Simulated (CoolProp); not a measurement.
Octamethylcyclotetrasiloxane (D4) at 511.48 K and 0.671 MPa is throttled through a valve to 0.291 MPa with no heat exchange. Each further row changes one setting.

The numbers come from the reference Helmholtz-energy equation of state, Thol 2015 in CoolProp.

```
case                        temperature change (K)                       final phase  final density (kg/m³)
--------------------------  ----------------------  --------------------------------  ---------------------
as stated                                      [?]                               [?]                   76.6
outlet pressure 0.0873 MPa                   -63.3                               [?]                    [?]
outlet pressure 0.378 MPa                     -2.1  two-phase, vapour fraction 0.042                    370
```

Problem. Complete the blanks.

Solution. 
- as stated, temperature change (K): -15.6
- as stated, final phase: two-phase, vapour fraction 0.303
- outlet pressure 0.0873 MPa, final phase: gas
- outlet pressure 0.0873 MPa, final density (kg/m³): 7.44
